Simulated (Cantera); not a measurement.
Input: 1 mol Pb, 1.3 mol O2, 0.72 mol N2, at 923 K and 0.000230 bar.

Cantera equilibrium calculation (NASA polynomials, part measured and part estimated; ideal gas, pure solids and liquids). Candidate condensed phases: Pb, PbO, PbO2, Pb3O4; 12 gas species. Equilibrium is a limit: real reactors are often held back by kinetics, nucleation or transport.

Base state: O2 0.526, N2 0.474, PbO 8.20e-5, NO 1.53e-5 (mole fractions); condensed: PbO(yellow).

### Question
What changes in the equilibrium state with this change: Pb replaced by HgO?

### Answer
```csv
species,before,after
O2,0.526,0.511
Hg,0,0.284
N2,0.474,0.205
PbO,8.20e-5,0
NO,1.53e-5,9.94e-6
"PbO(yellow), mol",1.000,0
```
Further candidate phases: Hg, HgO.

### Question
What changes in the equilibrium state with this change: temperature from 923 K to 1123 K?

### Answer
```tsv
species	before	after
O2	0.526	0.500
N2	0.474	0.450
PbO	8.20e-5	0.0498
Pb	6.65e-8	0.000769
NO	1.53e-5	0.000122
PbO(yellow), mol	1.000	0.919
```
